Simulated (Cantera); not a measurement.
A closed system holds: 1 mol SiH4, 0.025 mol CH4, 3.7 mol H2, at 2375 K and 4.00 mbar.

These are equilibrium values from Cantera (NASA tables, ideal gas, pure condensed phases), not measurements of a reactor. Candidate condensed phases: C, C6H6, C7H8, C8H18, Si, SiC; 87 gas species. Gases not in the tables: Si2H6 and higher silanes. Kinetics and transport are ignored.

Base state: H2 0.684, H 0.184, Si 0.126, Si2C 0.00256, SiH 0.00212, Si2 0.000784, SiC2 0.000342, SiH2 0.000123 (mole fractions); condensed: gas only.

### Question
What changes in the equilibrium state with this change: CH4 from 0.025 to 1 mol?

### Answer
| species | before | after |
|---|---|---|
| H2 | 0.684 | 0.710 |
| H | 0.184 | 0.188 |
| Si | 0.126 | 0.0751 |
| SiC2 | 0.000342 | 0.0133 |
| C4H2 | 2.55e-9 | 1.13e-5 |
| C3 | 3.04e-8 | 1.60e-5 |
| C2H2 (acetylene) | 6.51e-5 | 0.00441 |
| C2H | 9.53e-7 | 6.33e-5 |
| SiC | 3.65e-6 | 1.76e-5 |
| C(graphite), mol | 0 | 0.590 |
